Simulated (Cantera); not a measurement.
Feed: 1 mol Hg, 0.08 mol O2, 12 mol H2, equilibrated at 602 °C and 4.30 bar.

Method: chemical equilibrium by Gibbs-energy minimisation in Cantera with the NASA 1993 tables (ideal gas, pure condensed phases). Candidate condensed phases: H2O, Hg, HgO; 10 gas species. The numbers say what is thermodynamically allowed, not how fast it happens.

Base state: H2 0.911, Hg 0.0769, H2O 0.0123 (mole fractions); condensed: gas only.

**Question.** What changes in the equilibrium state with this change: O2 from 0.08 to 1.4 mol?

**Answer.** 
```csv
species,before,after
H2,0.911,0.708
H2O,0.0123,0.215
Hg,0.0769,0.0769
```
